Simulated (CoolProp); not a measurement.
R125 at 298.15 K and 2.04 MPa is throttled through a valve to 1.37 MPa with no heat exchange. Each further row changes one setting.

Values from CoolProp's reference Helmholtz-energy equation of state, Lemmon 2005.

```
case                       temperature change (K)                       final phase  final density (kg/m³)
-------------------------  ----------------------  --------------------------------  ---------------------
as stated                                    -0.2                            liquid                   1190
outlet pressure 0.411 MPa                   -39.6  two-phase, vapour fraction 0.351                   71.2
outlet pressure 1.78 MPa                     -0.1                            liquid                   1200
```
